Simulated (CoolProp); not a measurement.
Saturation properties of hydrogen sulfide (Tc = 373.1 K, pc = 8.999 MPa, ω = 0.101).

Computed with CoolProp (reference Helmholtz-energy equation of state, Lemmon 2006). It is a short technical equation, of lower accuracy than the large ones.

```tsv
T (K)	p (MPa)	liquid density (kg/m³)	vapour density (kg/m³)	enthalpy of vaporisation (kJ/kg)	liquid viscosity (µPa s)
221.8	0.1562	933.3	2.981	535.7	259
226.1	0.1898	925.6	3.569	530.4	245
230.4	0.2287	917.7	4.242	525.0	234
234.7	0.2735	?	5.009	519.5	223
238.9	0.3235	901.9	5.855	514.0	213
243.2	0.3816	893.7	?	508.2	?
247.5	?	885.5	7.923	502.2	196
251.8	0.5213	877.1	9.146	496.1	188
256.1	0.6042	868.5	10.51	489.8	181
260.4	0.6965	859.8	12.02	483.4	174
264.6	0.7965	?	13.65	476.8	168
268.9	0.9095	842.2	15.50	469.9	162
273.2	1.034	833.0	17.53	462.8	?
```

What belongs in the gaps?


- 234.7, liquid density (kg/m³): 909.8
- 243.2, vapour density (kg/m³): 6.829
- 243.2, liquid viscosity (µPa s): 204
- 247.5, p (MPa): 0.4474
- 264.6, liquid density (kg/m³): 851.2
- 273.2, liquid viscosity (µPa s): 156

It boils at 212.9 K under 1 atm.

Viscosity comes from a separate model (Quiñones-Cisneros 2012).
